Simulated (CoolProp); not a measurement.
A simple Rankine cycle with n-pentane: condensing at 306.15 K, boiler at 2.35 MPa, turbine inlet 451.5 K, turbine efficiency 0.6, pump efficiency 0.7, no recuperator. Each further row changes one setting.

The numbers come from the reference Helmholtz-energy equation of state, Thol 2019 in CoolProp.

```csv
case,thermal efficiency (%),net work (kJ/kg),heat in (kJ/kg),turbine exit temperature (K),volume ratio over the turbine
as stated,12.5,72.5,579,383.4,?
turbine inlet 471.5 K,12.5,80.0,642,?,31.4
condensing temperature 298.15 K,?,79.4,598,?,?
boiler pressure 1.65 MPa,11.7,71.4,612,?,20.5
turbine efficiency 0.5,10.3,?,579,389.7,35.7
```

**Question.** Complete the blanks.

**Answer.** 
- as stated, volume ratio over the turbine: 35.1
- turbine inlet 471.5 K, turbine exit temperature (K): 409.6
- condensing temperature 298.15 K, thermal efficiency (%): 13.3
- condensing temperature 298.15 K, turbine exit temperature (K): 379.7
- condensing temperature 298.15 K, volume ratio over the turbine: 46.6
- boiler pressure 1.65 MPa, turbine exit temperature (K): 399.8
- turbine efficiency 0.5, net work (kJ/kg): 59.6
